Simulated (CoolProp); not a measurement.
Computed with CoolProp (reference Helmholtz-energy equation of state, Lemmon 2003). It is a pseudo-pure fit of the blend.

Q: For R410A, give the phase and the density (kg/m³), viscosity (µPa s), conductivity (mW/(m K)) at 226.85 °C and 21 bar; 226.85 °C and 31.5 bar; 226.85 °C and 36.8 bar.

A: 
- 226.85 °C and 21 bar: gas; density 38.1, viscosity 21.7, conductivity 29.5
- 226.85 °C and 31.5 bar: gas; density 58.3, viscosity 22.0, conductivity 30.2
- 226.85 °C and 36.8 bar: gas; density 68.8, viscosity 22.2, conductivity 30.6

Viscosity comes from a separate model (Geller 2000). Thermal conductivity comes from a separate model (Geller 2001).
